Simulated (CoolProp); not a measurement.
Values from CoolProp's reference Helmholtz-energy equation of state, Thol 2017.

**Question.** Give the vapour pressure (bar), liquid density (kg/m³), vapour density (kg/m³), enthalpy of vaporisation (kJ/kg) of saturated decamethyltetrasiloxane (MD2M) at 267.25, 291.75 °C.

**Answer.** 
```csv
T (°C),p (bar),liquid density (kg/m³),vapour density (kg/m³),enthalpy of vaporisation (kJ/kg)
267.25,4.46,558,40.0,96.3
291.75,6.68,507,65.3,80.0
```
